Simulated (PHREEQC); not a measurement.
A solution holds 0.12 mol CuSO4, 0.00011 mol H2SO4 and 0.0013 mol KCl per kg of water, at 25 °C. Closed to the air; pH follows from the charge balance.

Computed with PHREEQC (ion-association model, phreeqc.dat).

This is a speciation only: nothing precipitates in the calculation.

### Question
Estimate the pH, density.

### Answer
pH 4.15; density 1.016 g/cm³.

### Question
In which forms is Cl present?

### Answer
Cl- 95 %, CuCl+ 4.8 % of the Cl.
